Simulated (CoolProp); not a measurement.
Vapour-liquid equilibrium of propylene (1) + R22 (2) at -29.85 °C; x and y are mole fractions of (1).

Computed with CoolProp (multi-fluid Helmholtz-energy mixture model, Lemmon 2013 and Kamei 1995; pair parameters Bell 2016).

| x | bubble pressure, mixture model (kPa) | bubble pressure, Raoult's law (kPa) | y, mixture model | y, Raoult's law |
|---|---|---|---|---|
| 0.05 | 171.9 | 167.3 | 0.085 | 0.064 |
| 0.2 | ___ | 174.5 | ___ | 0.244 |
| 0.35 | 200.1 | 181.7 | 0.433 | 0.410 |
| 0.5 | 208.1 | 188.9 | ___ | 0.563 |
| 0.65 | 213.2 | 196.1 | 0.679 | 0.706 |
| 0.8 | 215.3 | 203.3 | 0.803 | 0.838 |
| 0.95 | 214.1 | 210.4 | 0.946 | 0.961 |

### Question
Some entries are withheld; supply them.

### Answer

- 0.2, bubble pressure, mixture model (kPa): 188.4
- 0.2, y, mixture model: 0.284
- 0.5, y, mixture model: 0.559

The largest gap from Raoult's law is +10.2 % in bubble pressure, at x = 0.5. y crosses x between x = 0.8 and 0.95: the model has an azeotrope there.

Pair parameters are fitted to limited data, so mixtures are less certain than the pure fluids.
